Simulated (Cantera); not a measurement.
Input (Python, Cantera):

```python
import numpy as np
import cantera as ct

gas = ct.Solution("gri30.yaml")
gas.TPX = 1300, 5300, {'N2O': 1, 'H2O': 0.0017}
inlet = ct.Reservoir(gas, clone=True)

reactor = ct.IdealGasConstPressureReactor(gas, energy="off", clone=False)
exhaust = ct.Reservoir(gas, clone=True)
tau = [0.47, 0.2, 0.087, 0.038, 0.016, 0.0071, 0.0031, 0.0013, 0.00057][0]
for a, b in ((inlet, reactor), (reactor, exhaust)):
    ct.MassFlowController(a, b, mdot=lambda t: reactor.mass / tau)
net = ct.ReactorNet([reactor])
show = ['N2O', 'NO', 'NO2', 'O2', 'O', 'N2']

rows = []
print(f"{'tau/s':>10s}{'T/K':>9s}" + "".join(f"{s:>11s}" for s in show))
for tau in [0.47, 0.2, 0.087, 0.038, 0.016, 0.0071, 0.0031, 0.0013, 0.00057]:
    net.initial_time = 0.0
    net.advance(30 * tau)
    before = gas.X
    net.advance(40 * tau)
    drift = np.max(np.abs(gas.X - before) / (gas.X + 1e-9))
    rows.append([gas.T, *gas[show].X, drift])
    print(f"{tau:10.3e}{gas.T:9.1f}" + "".join(f"{x:11.3e}" for x in gas[show].X))
```

Output:

```
     tau/s      T/K        N2O         NO        NO2         O2          O         N2
 4.700e-01   1300.0  8.810e-01  1.104e-02  1.561e-04  3.345e-02  7.410e-06  7.267e-02
 2.000e-01   1300.0  9.447e-01  5.029e-03  1.227e-04  1.525e-02  7.473e-06  3.321e-02
 8.700e-02   1300.0  9.742e-01  2.258e-03  7.428e-05  6.826e-03  7.540e-06  1.491e-02
 3.800e-02   1300.0  9.877e-01  1.007e-03  3.224e-05  3.014e-03  7.590e-06  6.592e-03
 1.600e-02   1300.0  9.938e-01  4.326e-04  8.580e-06  1.271e-03  7.604e-06  2.783e-03
 7.100e-03   1300.0  9.963e-01  1.940e-04  1.444e-06  5.615e-04  7.573e-06  1.232e-03
 3.100e-03   1300.0  9.974e-01  8.416e-05  1.329e-07  2.418e-04  7.471e-06  5.343e-04
 1.300e-03   1300.0  9.979e-01  3.416e-05  6.835e-09  9.795e-05  7.219e-06  2.206e-04
 5.700e-04   1300.0  9.981e-01  1.394e-05  3.234e-10  3.994e-05  6.713e-06  9.369e-05
```

Computed with Cantera and GRI-Mech 3.0 (53 species, 325 reactions). GRI-Mech 3.0 was tuned for natural gas; its chemistry of N2O as a main component is partial and can be far from experiment. The mechanism lacks the step 2 NO + O2 → 2 NO2, which can matter for NO2 below about 1400 K. The temperature is held fixed by assumption; the heat of reaction is taken as removed at once.
